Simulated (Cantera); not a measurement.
Charge: 1 mol BN, 2.5 mol H2O, 12 mol H2, held at 0.105 Torr.

These are equilibrium values from Cantera (NASA tables, ideal gas, pure condensed phases), not measurements of a reactor. Candidate condensed phases: B, BN, B2O3, B3O3H3, H2O; 39 gas species. The numbers say what is thermodynamically allowed, not how fast it happens.

log p: log10 of the partial pressure in bar; nothing condenses.

```tsv
T (K)	log p H2	log p H	log p HBO2	log p H2O	log p N2	log p BO
1623	-3.92	-6.12	-5.12	-5.28	-5.35	-7.57
1673	-3.92	-5.90	-5.12	-5.27	-5.35	-7.29
1723	-3.92	-5.70	-5.13	-5.26	-5.35	-7.03
1773	-3.93	?	-5.15	-5.25	-5.35	?
1823	-3.93	-5.33	-5.16	-5.24	-5.35	-6.56
1873	-3.94	-5.16	-5.18	-5.23	-5.36	-6.35
1923	-3.95	-5.00	-5.20	-5.22	-5.36	-6.17
1973	-3.97	-4.85	-5.23	-5.20	-5.37	-6.01
2023	-3.99	?	-5.27	-5.19	-5.38	?
2073	-4.02	-4.59	-5.32	-5.18	-5.39	-5.74
```

Question: What belongs in the gaps?

Answer: 
- 2023, log p H: -4.72
- 2023, log p BO: -5.86
- 1773, log p H: -5.51
- 1773, log p BO: -6.78
